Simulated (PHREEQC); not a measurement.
Make-up at 25 °C: 0.043 mol H3PO4 and 0.038 mol K2HPO4 per kg of water. Closed to the air; pH follows from the charge balance.

Model: ion-association model, phreeqc.dat, run in PHREEQC.

```yaml
pH: 3.30
ionic_strength: 0.0766 mol/kgw
specific_conductance: 6990 µS/cm
density: 1.004 g/cm³
total_alkalinity: -5.00 meq/kg
```

```json
[
 {"species": "H2PO4-", "molality": "0.0766", "activity": "0.0616", "log γ": "-0.095"},
 {"species": "K+", "molality": "0.0760", "activity": "0.0595", "log γ": "-0.106"},
 {"species": "H3PO4", "molality": "0.00443", "activity": "0.00450", "log γ": "0.008"},
 {"species": "H+", "molality": "0.000594", "activity": "0.000497", "log γ": "-0.078"},
 {"species": "HPO4-2", "molality": "1.88e-5", "activity": "7.69e-6", "log γ": "-0.388"},
 {"species": "KHPO4-", "molality": "1.11e-6", "activity": "8.93e-7", "log γ": "-0.095"}
]
```

Precipitation was switched off in this run.
